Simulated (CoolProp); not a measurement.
Vapour-liquid equilibrium of benzene (1) + m-xylene (2) at 0.081 bar; x and y are mole fractions of (1).

The numbers come from the multi-fluid Helmholtz-energy mixture model, Thol 2012 and Zhou 2012; pair parameters Bell 2016 in CoolProp.

Q: Give the bubble temperature and the first vapour's composition at x = 0.05, 0.65, 0.85. Is there an azeotrope?

A: x = 0.05: 330.7 K, y = 0.305; x = 0.65: 296.8 K, y = 0.954; x = 0.85: 291.8 K, y = 0.985. No azeotrope shows between x = 0.05 and 0.95.

Pair parameters are fitted to limited data, so mixtures are less certain than the pure fluids.
